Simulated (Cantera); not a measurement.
Cantera run, input and output.

```python
import numpy as np
import cantera as ct

gas = ct.Solution("gri30.yaml")
gas.TPX = 1450, 500000, {'CO': 0.0048, 'O2': 0.0044, 'H2O': 0.019, 'N2': 1}
reactor = ct.IdealGasConstPressureReactor(gas, energy="off", clone=False)
net = ct.ReactorNet([reactor])
net.rtol, net.atol = 1e-08, 1e-18
show = ['CO', 'O2', 'H2O', 'NO', 'NO2', 'CO2']
times = np.geomspace(0.0003, 70, 12)

steps = ct.SolutionArray(gas, extra=["t"])
rows = []
print(f"{'t/s':>10s}{'T/K':>9s}{'P/Pa':>11s}" + "".join(f"{s:>11s}" for s in show))
for t in times:
    while net.time < t:
        t_next = net.step()
        steps.append(gas.state, t=t_next)
    rows.append([np.interp(t, steps.t, y) for y in (steps.T, steps.P, *steps(*show).X.T)])
    print(f"{t:10.3e}{rows[-1][0]:9.1f}{rows[-1][1]:11.4g}" + "".join(f"{x:11.3e}" for x in rows[-1][2:]))
rate = np.gradient(steps.T, steps.t)
print("integrator steps:", len(steps.t))
if steps.T.max() > steps.T[0] + 200:
    print(f"time of steepest temperature rise: {steps.t[rate.argmax()]:.4e} s")
gas.TPX = 1450, 500000, {'CO': 0.0048, 'O2': 0.0044, 'H2O': 0.019, 'N2': 1}
gas.equilibrate("TP")
print(f"equilibrium (TP): T = {gas.T:.1f} K  " + "  ".join(f"{s} {gas[s].X[0]:.3e}" for s in show))
```

Output:

```
       t/s      T/K       P/Pa         CO         O2        H2O         NO        NO2        CO2
 3.000e-04   1450.0      5e+05  4.633e-03  4.261e-03  1.846e-02  1.869e-11  5.016e-14  3.549e-05
 9.228e-04   1450.0      5e+05  1.316e-03  2.678e-03  1.815e-02  2.355e-07  3.952e-10  3.359e-03
 2.839e-03   1450.0      5e+05  1.480e-04  2.028e-03  1.844e-02  3.842e-07  1.614e-09  4.531e-03
 8.732e-03   1450.0      5e+05  1.402e-05  1.953e-03  1.850e-02  4.100e-07  2.693e-09  4.665e-03
 2.686e-02   1450.0      5e+05  1.164e-06  1.948e-03  1.852e-02  4.166e-07  1.526e-09  4.678e-03
 8.262e-02   1450.0      5e+05  1.771e-07  1.948e-03  1.852e-02  4.183e-07  7.016e-10  4.679e-03
 2.542e-01   1450.0      5e+05  1.083e-07  1.948e-03  1.852e-02  4.188e-07  5.657e-10  4.679e-03
 7.818e-01   1450.0      5e+05  1.075e-07  1.948e-03  1.852e-02  4.199e-07  5.653e-10  4.679e-03
 2.405e+00   1450.0      5e+05  1.075e-07  1.948e-03  1.852e-02  4.232e-07  5.698e-10  4.679e-03
 7.398e+00   1450.0      5e+05  1.075e-07  1.948e-03  1.852e-02  4.334e-07  5.836e-10  4.679e-03
 2.276e+01   1450.0      5e+05  1.075e-07  1.948e-03  1.852e-02  4.649e-07  6.260e-10  4.679e-03
 7.000e+01   1450.0      5e+05  1.075e-07  1.948e-03  1.852e-02  5.618e-07  7.563e-10  4.679e-03
integrator steps: 1235
equilibrium (TP): T = 1450.0 K  CO 1.089e-07  O2 1.898e-03  H2O 1.852e-02  NO 1.010e-04  NO2 1.342e-07  CO2 4.679e-03
```

Cantera simulation using GRI-Mech 3.0 (53 species, 325 reactions); the numbers are that mechanism's predictions, not measurements.
